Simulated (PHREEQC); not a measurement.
## Alkaline etch or developer: an equilibrium model

Dissolve 0.006 mol NH3 and 0.0012 mol K2SiO3 per kg of water at 55 °C. Closed to the air; pH follows from the charge balance.

Model: ion-association model, phreeqc.dat, run in PHREEQC.

Each row changes one thing in this solution. This is a speciation only: nothing precipitates in the calculation.

```
case                                      pH  ionic strength (mol/kgw)
-------------------------------------  -----  ------------------------
as made                                10.27                   0.00250
K2SiO3 from 0.0012 to 0.0018 mol/kgw       …                   0.00368
NH3 left out                           10.24                         …
K2SiO3 left out                         9.65                  0.000334
NH3 from 0.006 to 0.06 mol/kgw         10.40                   0.00306
0.00071 mol/kgw SrBr2 added            10.26                   0.00463
K2SiO3 from 0.0012 to 0.00024 mol/kgw      …                  0.000701
diluted 100-fold with water                …                         …
```

Task: Fill in the missing entries.

Result: 
- K2SiO3 from 0.0012 to 0.0018 mol/kgw, pH: 10.41
- NH3 left out, ionic strength (mol/kgw): 0.00241
- K2SiO3 from 0.0012 to 0.00024 mol/kgw, pH: 9.84
- diluted 100-fold with water, pH: 8.75
- diluted 100-fold with water, ionic strength (mol/kgw): 4.31e-5

Away from 25 °C the constants follow the database's enthalpies or fits; those with neither stay at their 25 °C values.
